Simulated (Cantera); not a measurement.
# Equilibrium for halide evaporation, hydrolysis and transport: SrCl₂ + H₂

Charge: 1 mol SrCl₂, 270 mol H₂, equilibrated at 9.40 Pa.

Equilibrium computed with Cantera from the NASA thermochemical tables; the gas is ideal and each condensed phase is pure. Candidate condensed phases: Sr, SrCl₂; 8 gas species. Rates play no part.

From 925 K to 1125 K the condensed part is SrCl₂(s). From 1175 K to 1425 K nothing is condensed. The main Sr-bearing gas is SrCl₂ throughout.

| T (K) | x H₂ | x SrCl₂ | x H | x HCl | x SrCl | n SrCl₂(s) |
|---|---|---|---|---|---|---|
| 925 | 1.000 | 8.14e-7 | 2.69e-8 | 2.95e-8 | 6.58e-9 | 1.000 |
| 975 | 1.000 | 7.71e-6 | 1.18e-7 | 1.77e-7 | 5.66e-8 | 0.998 |
| 1025 | 1.000 | 5.68e-5 | 4.49e-7 | 8.93e-7 | 3.79e-7 | 0.984 |
| 1075 | 1.000 | 0.000336 | 1.51e-6 | 3.90e-6 | 2.05e-6 | 0.908 |
| 1125 | 0.998 | 0.00167 | 4.58e-6 | 1.50e-5 | 9.32e-6 | 0.545 |
| 1175 | 0.996 | 0.00366 | 1.26e-5 | 3.90e-5 | 2.48e-5 | 0 |
| 1225 | 0.996 | 0.00364 | 3.21e-5 | 6.91e-5 | 4.00e-5 | 0 |
| 1275 | 0.996 | 0.00360 | 7.59e-5 | 0.000118 | 6.17e-5 | 0 |
| 1325 | 0.996 | 0.00355 | 0.000168 | 0.000192 | 9.14e-5 | 0 |
| 1375 | 0.996 | 0.00347 | 0.000353 | 0.000304 | 0.000130 | 0 |
| 1425 | 0.995 | 0.00337 | 0.000702 | 0.000464 | 0.000180 | 0 |
x: gas mole fraction; n: condensed amount in mol.
